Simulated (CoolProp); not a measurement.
A single-stage vapour-compression cycle with sulfur dioxide: evaporating at 313.15 K (dew point), condensing at 363.15 K (bubble point), superheat 8 K, subcooling 8 K, compressor efficiency 0.75, no pressure losses. Each further row changes one setting.

The numbers come from the reference Helmholtz-energy equation of state, Gao 2016 in CoolProp.

```json
[
 {"case": "as stated", "cooling COP": "3.91", "pressure ratio": "3.57", "discharge temperature (K)": "440.2", "refrigerating effect (kJ/kg)": "284", "volumetric capacity (kJ/m³)": "4700"},
 {"case": "evaporating temperature 318.15 K", "cooling COP": "4.49", "pressure ratio": "3.08", "discharge temperature (K)": "431.3", "refrigerating effect (kJ/kg)": "286", "volumetric capacity (kJ/m³)": "5450"},
 {"case": "condensing temperature 358.15 K", "cooling COP": "4.44", "pressure ratio": "3.20", "discharge temperature (K)": "428.9", "refrigerating effect (kJ/kg)": "292", "volumetric capacity (kJ/m³)": "4830"},
 {"case": "subcooling 13 K", "cooling COP": "4.02", "pressure ratio": "3.57", "discharge temperature (K)": "440.2", "refrigerating effect (kJ/kg)": "292", "volumetric capacity (kJ/m³)": "4830"},
 {"case": "superheat 18 K", "cooling COP": "3.85", "pressure ratio": "3.57", "discharge temperature (K)": "453.4", "refrigerating effect (kJ/kg)": "292", "volumetric capacity (kJ/m³)": "4630"},
 {"case": "compressor efficiency 0.65", "cooling COP": "3.39", "pressure ratio": "3.57", "discharge temperature (K)": "453.9", "refrigerating effect (kJ/kg)": "284", "volumetric capacity (kJ/m³)": "4700"}
]
```
